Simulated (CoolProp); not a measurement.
Vapour-liquid equilibrium of R134a (1) + R123 (2) at 2.76 bar; x and y are mole fractions of (1).

Computed with CoolProp (multi-fluid Helmholtz-energy mixture model, Tillner-Roth 1994 and Younglove 1994; pair parameters Bell 2016).

Give the bubble temperature and the first vapour's composition at x = 0.45, 0.85, 0.95. Is there an azeotrope?

x = 0.45: 14.3 °C, y = 0.858; x = 0.85: 1.9 °C, y = 0.968; x = 0.95: -0.5 °C, y = 0.989. No azeotrope shows between x = 0.05 and 0.95.

Pair parameters are fitted to limited data, so mixtures are less certain than the pure fluids.
